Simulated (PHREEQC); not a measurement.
## Hard or scaling water (model solution)

Make-up at 20 °C: 0.034 mol CaCl2, 8.5e-05 mol NaHCO3 and 0.17 mol KCl per kg of water. Closed to the air; pH follows from the charge balance.

All values are PHREEQC results (ion-association model, phreeqc.dat), not measurements.

The pH is 7.68 and the ionic strength is 0.272 mol/kgw. The activity of water is 0.992 and the specific conductance is 23000 µS/cm. The density is 1.009 g/cm³. The total alkalinity comes out as 0.0850 meq/kg.

```
species  molality  activity   log γ
-------  --------  --------  ------
Cl-         0.238     0.165  -0.158
K+          0.170     0.117  -0.161
Ca+2       0.0340    0.0102  -0.524
Na+       8.50e-5   6.26e-5  -0.133
HCO3-     7.21e-5   5.26e-5  -0.137
CaHCO3+   8.46e-6   6.27e-6  -0.130
CO2       2.49e-6   2.66e-6   0.027
CaCO3     1.56e-6   1.66e-6   0.027
OH-       4.77e-7   3.26e-7  -0.165
```

Precipitation was switched off in this run.
